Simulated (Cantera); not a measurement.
Gas mixture: 38.7 % N2O, 27.8 % N2, 33.5 % CO2, at 0.132 atm, frozen composition.

Cantera's kinetic-theory transport with the Lennard-Jones parameters of GRI-Mech 3.0, ideal gas; thermal conductivity in the mixture-averaged form. The composition is frozen, though it would react at the higher temperatures.

D: mixture-averaged diffusion coefficient of that species in the mixture.

```
T (K)  ρ (kg/m³)  cp (J/kg/K)  μ (µPa s)  λ (mW/m/K)     Pr  D (cm²/s) CH4  D (cm²/s) H  D (cm²/s) N2
-----  ---------  -----------  ---------  ----------  -----  -------------  -----------  ------------
400        0.159        973.3       20.2        27.3  0.722           2.36   (withheld)          2.01
650       0.0976         1109       29.9        45.5  0.728           5.57   (withheld)          4.72
900       0.0705         1202       37.9        62.3  0.732           9.74   (withheld)          8.22
1150      0.0552         1262       45.0        77.6  0.732           14.7   (withheld)          12.4
1400      0.0453         1303       51.4        91.6  0.731           20.5   (withheld)          17.3
1650      0.0384         1333       57.4         105  0.730           27.0   (withheld)          22.7
1900      0.0334         1356       62.9         117  0.729           34.2   (withheld)          28.7
2150      0.0295         1372       68.3         129  0.729           41.9   (withheld)          35.3
```

What belongs in the gaps?


- 400, D (cm²/s) H: 13.4
- 650, D (cm²/s) H: 31.5
- 900, D (cm²/s) H: 55.2
- 1150, D (cm²/s) H: 83.5
- 1400, D (cm²/s) H: 116
- 1650, D (cm²/s) H: 153
- 1900, D (cm²/s) H: 193
- 2150, D (cm²/s) H: 238
